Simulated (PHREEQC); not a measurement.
Solution (40 °C): 0.022 mol/kgw CdCl2 and 0.15 mol/kgw KCl. It is in equilibrium with CO2 at log p = -2 (atm). Otherwise closed; pH follows from the charge balance.

Computed with PHREEQC (ion-association model, wateq4f.dat).

| quantity | before | after |
|---|---|---|
| ionic strength (mol/kgw) | 0.172 | 0.0372 |
| Cl- (mol/kgw) | 0.168 | 0.0356 |
| HCO3- (mol/kgw) | 1.37e-5 | 1.26e-5 |

Question: Which change was made?
A) 0.0049 mol/kgw H3PO4 added
B) diluted 5-fold with water
C) diluted 10-fold with water
D) CdCl2 left out
E) temperature from 40 to 35 °C

Answer: B, diluted 5-fold with water

No solid was allowed to form. At this temperature some constants are extrapolated from 25 °C, and those without enthalpy data are left unchanged.
